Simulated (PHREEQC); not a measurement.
Consider water at 20 °C with 16 mmol/kgw H2SO4 and 0.19 mmol/kgw NaCl. Closed to the air; pH follows from the charge balance.

Equilibrium calculation in PHREEQC: ion-association model, phreeqc.dat.

Q: The ionic strength comes out as 0.0313 mol/kgw. What activity coefficients do SO4-2, Cl-, NaSO4-, Na+, HSO4- get?

A: SO4-2 0.53, Cl- 0.85, NaSO4- 0.86, Na+ 0.85, HSO4- 0.85.

No solid was allowed to form. Complexes and solids missing from the database can't appear.
